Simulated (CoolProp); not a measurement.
Vapour-liquid equilibrium of dimethyl ether (1) + 1-butene (2) at 45.45 °C; x and y are mole fractions of (1).

Computed with CoolProp (multi-fluid Helmholtz-energy mixture model, Wu 2011 and Lemmon 2005; pair parameters Bell 2016).

```tsv
x	bubble pressure (MPa)	y at the bubble point	dew pressure at overall composition x (MPa)	liquid density (mol/L)
0.05	0.5629	0.098	0.5459	10.13
0.125	0.6112	0.223	0.5727	10.33
0.2	0.6572	0.329	0.6017	10.54
0.275	0.7007	0.420	0.6330	10.75
0.35	0.7419	0.499	0.6669	10.98
0.425	0.7810	0.570	0.7034	11.22
0.5	0.8180	0.635	0.7424	11.47
0.575	0.8532	0.695	0.7837	11.74
0.65	0.8866	0.751	0.8268	12.02
0.725	0.9184	0.805	0.8711	12.32
0.8	0.9487	0.858	0.9153	12.64
0.875	0.9776	0.911	0.9581	12.98
0.95	1.005	0.964	0.9980	13.35
```

No azeotrope shows between x = 0.05 and 0.95.

Pair parameters are fitted to limited data, so mixtures are less certain than the pure fluids.
